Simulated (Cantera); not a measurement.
Charge: 1 mol TEOS, 0.75 mol N2O, 2.5 mol H2, held at 3.20 mbar.

Cantera equilibrium calculation (NASA polynomials, part measured and part estimated; ideal gas, pure solids and liquids). Candidate condensed phases: C, C6H6, C7H8, C8H18, H2O, Si, SiC, SiO2, Si2N2O, Si3N4; 151 gas species. The feed counts by its element totals alone. The tables hold silica as quartz up to 1696 K and as liquid above; real silica turns to tridymite and cristobalite and melts near 1996 K. Kinetics and transport are ignored.

x: gas mole fraction; n: condensed amount in mol.

```csv
T (K),x H2,x CO,x H2O,x N2,x CO2,x CH4,x H,n C(graphite),n SiO2(α-quartz),n SiO2(β-quartz),n Si2N2O(s),n SiC(s)
673,0.761,0.0314,0.0831,0.0541,0.0419,0.0283,<1e-12,6.59,1.00,0,0,0
773,0.784,0.134,0.0160,0.0485,0.0140,0.00416,1.42e-11,5.65,1.00,0,0,0
873,0.781,0.169,0.00179,0.0470,0.00103,0.000875,7.31e-10,5.28,0,1.00,0,0
973,0.781,0.172,0.000267,0.0469,9.44e-5,0.000251,1.69e-8,5.25,0,1.00,0,0
1073,0.781,0.172,(withheld),0.0469,(withheld),(withheld),(withheld),5.25,0,1.00,0,0
1173,0.781,0.172,1.53e-5,0.0469,2.64e-6,3.80e-5,1.84e-6,5.25,0,1.000,0,0
1273,0.735,0.250,7.00e-6,0.0147,1.44e-6,1.62e-5,1.08e-5,3.75,0,0,0.500,0
1373,0.735,0.250,2.75e-6,0.0148,4.54e-7,8.71e-6,5.05e-5,3.75,0,0,0.498,0
1473,0.694,0.263,(withheld),0.0416,(withheld),(withheld),(withheld),2.26,0,0,0,0.992
1573,0.694,0.263,6.07e-7,0.0415,7.96e-8,2.83e-6,0.000599,2.27,0,0,0,0.988
1673,0.693,0.263,3.27e-7,0.0414,3.76e-8,1.86e-6,0.00168,2.27,0,0,0,0.982
1773,0.690,0.262,1.89e-7,0.0411,1.93e-8,1.29e-6,0.00418,2.28,0,0,0,0.975
1873,0.685,0.261,1.15e-7,0.0407,1.07e-8,9.16e-7,0.00945,2.28,0,0,0,0.966
```

Q: What belongs in the gaps?

A: 
- 1073, x H2O: 5.58e-5
- 1073, x CO2: 1.33e-5
- 1073, x CH4: 8.97e-5
- 1073, x H: 2.19e-7
- 1473, x H2O: 1.23e-6
- 1473, x CO2: 1.88e-7
- 1473, x CH4: 4.53e-6
- 1473, x H: 0.000186
